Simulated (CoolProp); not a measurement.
Vapour-liquid equilibrium of ethanol (1) + n-nonane (2) at 0.834 MPa; x and y are mole fractions of (1).

Model: multi-fluid Helmholtz-energy mixture model, Schroeder 2014 and Lemmon 2006; pair parameters Bell 2016, in CoolProp.

```csv
x,"bubble temperature, mixture model (K)","bubble temperature, Raoult's law (K)","y, mixture model","y, Raoult's law"
0.05,494.7,506.0,0.387,0.324
0.2,(withheld),472.1,(withheld),0.701
0.35,433.8,453.5,0.848,0.837
0.5,427.9,441.0,0.879,0.906
0.65,(withheld),431.8,0.901,0.948
0.8,421.0,424.5,0.929,0.975
0.95,(withheld),418.6,0.976,0.995
```

Task: Fill in the missing entries.

Result: 
- 0.2, bubble temperature, mixture model (K): 448.2
- 0.2, y, mixture model: 0.771
- 0.65, bubble temperature, mixture model (K): 424.2
- 0.95, bubble temperature, mixture model (K): 417.8

The largest gap from Raoult's law is -23.9 K in bubble temperature, at x = 0.2. No azeotrope shows between x = 0.05 and 0.95.

The pair parameters rest on a limited set of measurements; away from them the model extrapolates. With so large a gap from Raoult's law the liquid may split in two, which this calculation doesn't test in full.
